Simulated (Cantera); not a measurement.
Predominance diagram of Sr at 900 K against the partial pressures of O₂ and Cl₂ (log10, bar). Cantera with NASA thermochemical tables; ideal gases at 1 bar, condensed phases pure. Candidates: Sr(s), SrCl₂(s), SrO(s). Only these pure phases compete in this equilibrium. Not in the tables: the peroxide, oxide halides.

```
log p(Cl₂) \ log p(O₂)
        columns: -45, -43, -40.9, -38.9, -36.8, -34.8, -32.7, -30.7, -28.6, -26.6, -24.5, -22.5, -20.5, -18.4, -16.4, -14.3, -12.3, -10.2, -8.2, -6.1, -4.1, -2, 0
      0  A A A A A A A A A A A A A A A A A A A A A A A
     -3  A A A A A A A A A A A A A A A A A A A A A A A
     -6  A A A A A A A A A A A A A A A A A A A A A A A
     -9  A A A A A A A A A A A A A A A A A A A A A A A
    -12  A A A A A A A A A A A A A A A A A A A A A B B
    -15  A A A A A A A A A A A A A A A A A A B B B B B
    -18  A A A A A A A A A A A A A A A B B B B B B B B
    -21  A A A A A A A A A A A A A B B B B B B B B B B
    -24  A A A A A A A A A A B B B B B B B B B B B B B
    -27  A A A A A A A B B B B B B B B B B B B B B B B
    -30  A A A A B B B B B B B B B B B B B B B B B B B
    -33  A B B B B B B B B B B B B B B B B B B B B B B
    -36  B B B B B B B B B B B B B B B B B B B B B B B
```

A: SrCl₂(s); B: SrO(s).
